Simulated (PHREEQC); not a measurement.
Phosphoric acid bath: speciation

Dissolve 0.13 mol H3PO4 and 0.021 mol H2SO4 per kg of water at 39 °C. Closed to the air; pH follows from the charge balance.

The numbers come from PHREEQC with the ion-association model, phreeqc.dat.

This is a speciation only: nothing precipitates in the calculation.

Problem. Predict the pH, ionic strength.

Solution. pH 1.41; ionic strength 0.0517 mol/kgw.

Problem. In which forms is S present?

Solution. HSO4- 74 %, SO4-2 26 % of the S.

Species that the database lacks are ignored. Constants without temperature data keep their 25 °C values here.
